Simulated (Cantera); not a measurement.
A Cantera script and what it prints.

```python
import numpy as np
import cantera as ct

gas_names = """
    CL CL2 Si SiCL SiCL2 SiCL3 SiCL4 Si2 Si3
""".split()
cond_names = """
    Si(cr) Si(L)
""".split()


# ... load() reads the species with a 1 bar reference pressure and builds the phases ...
atoms = {
    'Si': {'Si': 1},
    'Cl2': {'CL': 2},
}
top_T = {}  # K; cautious upper limits of use, not melting points


# ... equilibrate(T, P, feed) seeds the gas with the atoms and calls Mixture.equilibrate('TP', solver="vcs", rtol=1e-11, max_steps=5000) ...
results = []
P = 4100  # Pa
for T in [623, 723, 823, 923, 1023, 1123, 1223, 1323, 1423, 1523, 1623]:
    for m in [1, 1.2, 1.3, 1.5, 1.7, 2, 2.3, 2.6, 2.9, 3.3, 3.8, 4.3, 4.9]:
        feed = {'Si': 1, 'Cl2': m}  # mol
        mix = equilibrate(T, P, feed)
        results.append((T, P, feed, dict(zip(mix.species_names, mix.species_moles))))

for T, P, feed, n in results:
    print(f"{T:7g} {feed['Cl2']:10.4g}  " + (" + ".join(c for c in cond_names if n.get(c, 0) > 1e-12) or "gas only"))
```

It prints:

```
    623          1  Si(cr)
    623        1.2  Si(cr)
    623        1.3  Si(cr)
    623        1.5  Si(cr)
    623        1.7  Si(cr)
    623          2  gas only
    623        2.3  gas only
    623        2.6  gas only
    623        2.9  gas only
    623        3.3  gas only
    623        3.8  gas only
    623        4.3  gas only
    623        4.9  gas only
    723          1  Si(cr)
    723        1.2  Si(cr)
    723        1.3  Si(cr)
    723        1.5  Si(cr)
    723        1.7  Si(cr)
    723          2  gas only
    723        2.3  gas only
    723        2.6  gas only
    723        2.9  gas only
    723        3.3  gas only
    723        3.8  gas only
    723        4.3  gas only
    723        4.9  gas only
    823          1  Si(cr)
    823        1.2  Si(cr)
    823        1.3  Si(cr)
    823        1.5  Si(cr)
    823        1.7  Si(cr)
    823          2  gas only
    823        2.3  gas only
    823        2.6  gas only
    823        2.9  gas only
    823        3.3  gas only
    823        3.8  gas only
    823        4.3  gas only
    823        4.9  gas only
    923          1  Si(cr)
    923        1.2  Si(cr)
    923        1.3  Si(cr)
    923        1.5  Si(cr)
    923        1.7  Si(cr)
    923          2  gas only
    923        2.3  gas only
    923        2.6  gas only
    923        2.9  gas only
    923        3.3  gas only
    923        3.8  gas only
    923        4.3  gas only
    923        4.9  gas only
   1023          1  Si(cr)
   1023        1.2  Si(cr)
   1023        1.3  Si(cr)
   1023        1.5  Si(cr)
   1023        1.7  Si(cr)
   1023          2  gas only
   1023        2.3  gas only
   1023        2.6  gas only
   1023        2.9  gas only
   1023        3.3  gas only
   1023        3.8  gas only
   1023        4.3  gas only
   1023        4.9  gas only
   1123          1  Si(cr)
   1123        1.2  Si(cr)
   1123        1.3  Si(cr)
   1123        1.5  Si(cr)
   1123        1.7  Si(cr)
   1123          2  gas only
   1123        2.3  gas only
   1123        2.6  gas only
   1123        2.9  gas only
   1123        3.3  gas only
   1123        3.8  gas only
   1123        4.3  gas only
   1123        4.9  gas only
   1223          1  Si(cr)
   1223        1.2  Si(cr)
   1223        1.3  Si(cr)
   1223        1.5  Si(cr)
   1223        1.7  Si(cr)
   1223          2  gas only
   1223        2.3  gas only
   1223        2.6  gas only
   1223        2.9  gas only
   1223        3.3  gas only
   1223        3.8  gas only
   1223        4.3  gas only
   1223        4.9  gas only
   1323          1  Si(cr)
   1323        1.2  Si(cr)
   1323        1.3  Si(cr)
   1323        1.5  Si(cr)
   1323        1.7  gas only
   1323          2  gas only
   1323        2.3  gas only
   1323        2.6  gas only
   1323        2.9  gas only
   1323        3.3  gas only
   1323        3.8  gas only
   1323        4.3  gas only
   1323        4.9  gas only
   1423          1  Si(cr)
   1423        1.2  Si(cr)
   1423        1.3  Si(cr)
   1423        1.5  gas only
   1423        1.7  gas only
   1423          2  gas only
   1423        2.3  gas only
   1423        2.6  gas only
   1423        2.9  gas only
   1423        3.3  gas only
   1423        3.8  gas only
   1423        4.3  gas only
   1423        4.9  gas only
   1523          1  Si(cr)
   1523        1.2  gas only
   1523        1.3  gas only
   1523        1.5  gas only
   1523        1.7  gas only
   1523          2  gas only
   1523        2.3  gas only
   1523        2.6  gas only
   1523        2.9  gas only
   1523        3.3  gas only
   1523        3.8  gas only
   1523        4.3  gas only
   1523        4.9  gas only
   1623          1  Si(cr)
   1623        1.2  gas only
   1623        1.3  gas only
   1623        1.5  gas only
   1623        1.7  gas only
   1623          2  gas only
   1623        2.3  gas only
   1623        2.6  gas only
   1623        2.9  gas only
   1623        3.3  gas only
   1623        3.8  gas only
   1623        4.3  gas only
   1623        4.9  gas only
```

Method: chemical equilibrium by Gibbs-energy minimisation in Cantera with the NASA 1993 tables (ideal gas, pure condensed phases). The tables' values for SiCl3 are old estimates.
